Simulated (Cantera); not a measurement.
Charge: 1 mol HBr, 2.7 mol H2, 3.7 mol O2, held at 2.40e7 Pa.

Method: chemical equilibrium by Gibbs-energy minimisation in Cantera with the NASA 1993 tables (ideal gas, pure condensed phases). Candidate condensed phases: Br2, H2O; 12 gas species. The ideal-gas law is rough above about 30 bar. Equilibrium is a limit: real reactors are often held back by kinetics, nucleation or transport.

**Question.** At 2350 K, list the 4 most abundant gas species with their mole fractions, and the condensed phases.

**Answer.** H2O 0.492, O2 0.360, HBr 0.0636, Br 0.0545. Condensed: gas only.
